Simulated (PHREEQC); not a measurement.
## Metal-bearing waste water with single salt, acid or base: an equilibrium model

Solution A (5.6 mmol/kgw Al2(SO4)3, 13 mmol/kgw CuCl2 and 0.54 mmol/kgw H2SO4) is mixed with solution B (0.018 mol K2SO4 per kg of water) at 25 °C; shares are by mass of water, 1 kg in all. Oxygen is held at 0.21 atm. No CO2 enters from the air. Solids allowed: Al(OH)3(a), Cu(OH)2, Brochantite, Antlerite, Atacamite, Basaluminite, Chalcanthite, AlumK. Others were left out.

Model: ion-association model, wateq4f.dat, run in PHREEQC.

Problem. Predict pH, Cu+2 (mol/kgw), AlSO4+ (mol/kgw) at share of solution B = 0.1, 0.3, 0.5, 0.7.

Solution. 
| share of solution B | pH | Cu+2 (mol/kgw) | AlSO4+ (mol/kgw) |
|---|---|---|---|
| 0.1 | 3.19 | 0.00902 | 0.00675 |
| 0.3 | 3.32 | 0.00666 | 0.00550 |
| 0.5 | 3.49 | 0.00447 | 0.00404 |
| 0.7 | 3.73 | 0.00251 | 0.00245 |

Species that the database lacks are ignored.
